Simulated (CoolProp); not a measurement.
n-heptane at 423.88 K and 0.912 MPa flows at 2.1 m/s in a round tube of 10 mm bore and 45 µm roughness, fully developed (64/Re and Nu = 3.66 if laminar; Colebrook and Gnielinski if turbulent). Each further row changes one setting.

Computed with CoolProp (reference Helmholtz-energy equation of state, Span 2003). It is a short technical equation, of lower accuracy than the large ones.

| case | Reynolds number | Darcy friction factor | pressure drop (Pa/m) | heat-transfer coefficient (W/(m² K)) | mass flow (kg/h) |
|---|---|---|---|---|---|
| as stated | 88900 | [?] | [?] | 5550 | 334 |
| velocity 4.2 m/s | 178000 | 0.0300 | [?] | 11000 | 667 |
| diameter 20 mm | 178000 | 0.0251 | 1550 | [?] | 1330 |

What belongs in the gaps?


- as stated, Darcy friction factor: 0.0305
- as stated, pressure drop (Pa/m): 3780
- velocity 4.2 m/s, pressure drop (Pa/m): 14900
- diameter 20 mm, heat-transfer coefficient (W/(m² K)): 4840

Viscosity comes from a separate model (Michailidou 2014). Thermal conductivity comes from a separate model (Assael 2013).
